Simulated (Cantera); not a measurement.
Input: 1 mol CH3SiCl3, 0.022 mol HCl, 6 mol H2, at 700 °C and 0.100 bar.

Method: chemical equilibrium by Gibbs-energy minimisation in Cantera with the NASA 1993 tables (ideal gas, pure condensed phases). Candidate condensed phases: C, C6H6, C7H8, C8H18, Si, SiC; 109 gas species. The feed counts by its element totals alone. The tables' values for SiCl3 are old estimates; treat these amounts as uncertain. The numbers say what is thermodynamically allowed, not how fast it happens.

Base state: H2 0.823, HCl 0.103, SiCl4 0.0618, CH4 0.00871, SiHCl3 0.00277, SiCl3 0.000117, SiH2Cl2 1.29e-5 (mole fractions); condensed: C(graphite) + SiC(s).

Question: What changes in the equilibrium state with this change: temperature from 700 °C to 750 °C?

Answer: 
```
species             before     after
----------------  --------  --------
H2                   0.823     0.804
HCl                  0.103     0.135
SiCl4               0.0618    0.0529
SiCl2              6.38e-6   1.91e-5
SiCl3             0.000117  0.000219
CH4                0.00871   0.00485
C(graphite), mol     0.471     0.434
SiC(s), mol          0.456     0.525
```

Question: What changes in the equilibrium state with this change: CH3SiCl3 replaced by SiH4?

Answer: 
```json
[
 {"species": "H2", "before": "0.823", "after": "0.998"},
 {"species": "HCl", "before": "0.103", "after": "0.00230"},
 {"species": "SiHCl3", "before": "0.00277", "after": "8.16e-5"},
 {"species": "SiCl4", "before": "0.0618", "after": "3.34e-5"},
 {"species": "CH4", "before": "0.00871", "after": "0"},
 {"species": "SiCl3", "before": "0.000117", "after": "3.14e-6"},
 {"species": "SiH2Cl2", "before": "1.29e-5", "after": "2.08e-5"},
 {"species": "C(graphite), mol", "before": "0.471", "after": "0"},
 {"species": "SiC(s), mol", "before": "0.456", "after": "0"},
 {"species": "Si(s), mol", "before": "0", "after": "0.999"}
]
```
